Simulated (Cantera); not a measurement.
Cantera run:

```python
import numpy as np
import cantera as ct

gas_names = """
    Fe FeO Fe(OH)2 H HO2 H2 H2O H2O2 H2S H2SO4 O OH O2 O3 S SH SO SO2 SO3 S2 S2O S8
""".split()
cond_names = """
    Fe(a) Fe(c) Fe(d) Fe(L) FeO(s) FeO(L) Fe(OH)2(s) Fe(OH)3(s) FeS(a) FeS(b) FeS(c) FeS(L) FeSO4(s)
    FeS2(s) Fe2O3(s) Fe2S3O12(s) Fe3O4(s) H2O(s) H2O(L) H2SO4(L) S(cr1) S(cr2) S(L)
""".split()


# ... load() reads the species with a 1 bar reference pressure and builds the phases ...
atoms = {
    'FeS2': {'Fe': 1, 'S': 2},
    'SO2': {'S': 1, 'O': 2},
    'H2O': {'H': 2, 'O': 1},
}
top_T = {'FeSO4(s)': 950, 'FeS2(s)': 1010, 'Fe2O3(s)': 1830, 'Fe2S3O12(s)': 1100, 'Fe3O4(s)': 1870}  # K; cautious upper limits of use, not melting points


# ... equilibrate(T, P, feed) seeds the gas with the atoms and calls Mixture.equilibrate('TP', solver="vcs", rtol=1e-11, max_steps=5000) ...
results = []
feed = {'FeS2': 1, 'SO2': 3.7, 'H2O': 0.69}  # mol
P = 1000000  # Pa
for T in [1148, 1198, 1248, 1298, 1348, 1398, 1448, 1498, 1548, 1598]:
    mix = equilibrate(T, P, feed)
    results.append((T, P, feed, dict(zip(mix.species_names, mix.species_moles))))

top = {s: max(r[3][s] / sum(r[3][g] for g in gas_names) for r in results) for s in gas_names}
cols = sorted((s for s in top if top[s] > 1e-05), key=lambda s: -top[s])[:6]
seen = [c for c in cond_names if any(r[3].get(c, 0) > 1e-12 for r in results)]
print("log10 of partial pressures in bar; condensed amounts in mol")
print(f"{'T/K':>10s}" + "".join(f"{s[:9]:>10s}" for s in cols + seen))
for T, P, feed, n in results:
    ng = sum(n[g] for g in gas_names)
    print(f"{T:10.4g}" + "".join(f"{np.log10(max(n[s] / ng * P / 1e5, 1e-99)):10.3f}" for s in cols)
          + "".join(f"{n.get(c, 0):10.4g}" for c in seen))
```

It prints:

```
log10 of partial pressures in bar; condensed amounts in mol
       T/K       SO2       H2O        S2       S2O       H2S        SO    FeS(c)    FeS(L)
      1148     0.881     0.113    -0.076    -0.877    -0.927    -2.941         1         0
      1198     0.881     0.116    -0.072    -0.882    -0.963    -2.709         1         0
      1248     0.881     0.118    -0.069    -0.886    -0.997    -2.496         1         0
      1298     0.880     0.119    -0.067    -0.890    -1.029    -2.300         1         0
      1348     0.880     0.120    -0.065    -0.895    -1.059    -2.118         1         0
      1398     0.880     0.121    -0.063    -0.899    -1.087    -1.950         1         0
      1448     0.879     0.121    -0.063    -0.904    -1.113    -1.793         1         0
      1498     0.879     0.121    -0.062    -0.908    -1.138    -1.647         0         1
      1548     0.879     0.121    -0.062    -0.913    -1.162    -1.511         0         1
      1598     0.878     0.120    -0.063    -0.918    -1.185    -1.383         0         1
```

Method: chemical equilibrium by Gibbs-energy minimisation in Cantera with the NASA 1993 tables (ideal gas, pure condensed phases). FeS: taken at fixed stoichiometry. Gases not in the tables: S3 to S7.
